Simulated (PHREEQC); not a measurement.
Dissolve 59 mmol/kgw HF and 37 mmol/kgw KF at 25 °C. Closed to the air; pH follows from the charge balance.

Computed with PHREEQC (ion-association model, wateq4f.dat).

```
quantity                   before    after
------------------------  -------  -------
pH                           2.98     2.69
ionic strength (mol/kgw)   0.0382   0.0394
HF (mol/kgw)               0.0427   0.0762
F- (mol/kgw)               0.0328   0.0304
HF2- (mol/kgw)            0.00543  0.00896
```

Problem. What was changed between the two runs?
(A) HF from 0.059 to 0.118 mol/kgw
(B) KF from 0.037 to 0.0407 mol/kgw
(C) HF left out
(D) KF left out
(E) KF replaced by AgF at the same molality

Solution. A, HF from 0.059 to 0.118 mol/kgw

No solid was allowed to form. wateq4f.dat counts part of the HF as a dimer, H2F2, which phreeqc.dat doesn't know; its constant is uncertain.
